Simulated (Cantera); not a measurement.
Feed: 1 mol CH₃SiH₃, 0.052 mol HCl, 540 mol H₂, 0.67 mol CH₄, at 1175 K and 23.0 mbar.

Equilibrium computed with Cantera from the NASA thermochemical tables; the gas is ideal and each condensed phase is pure. Candidate condensed phases: C, C₆H₆, C₇H₈, C₈H₁₈, Si, SiC; 109 gas species. The feed counts by its element totals alone. The numbers say what is thermodynamically allowed, not how fast it happens.

Base state: H₂ 0.999, CH₄ 0.000440, HCl 9.56e-5 (mole fractions); condensed: C(graphite) + SiC(s).

Q: What changes in the equilibrium state with this change: temperature from 1175 K to 1075 K?

A: 
```csv
species,before,after
H₂,0.999,0.999
CH₄,0.000440,0.00103
HCl,9.56e-5,9.56e-5
"C(graphite), mol",0.430,0.107
"SiC(s), mol",1.00,1.00
```

Q: What changes in the equilibrium state with this change: temperature from 1175 K to 2148.15 K?

A: 
```json
[
 {"species": "H₂", "before": "0.999", "after": "0.970"},
 {"species": "H", "before": "8.08e-7", "after": "0.0271"},
 {"species": "C₂H₂ (acetylene)", "before": "6.37e-8", "after": "0.00120"},
 {"species": "Si", "before": "<1e-9", "after": "0.00109"},
 {"species": "SiH", "before": "<1e-9", "after": "7.98e-5"},
 {"species": "SiC₂", "before": "<1e-9", "after": "5.51e-5"},
 {"species": "Si₂C", "before": "<1e-9", "after": "5.33e-5"},
 {"species": "C(graphite), mol", "before": "0.430", "after": "0"},
 {"species": "SiC(s), mol", "before": "1.00", "after": "0.248"}
]
```
Gases not in the tables: Si₂H₆ and higher silanes.
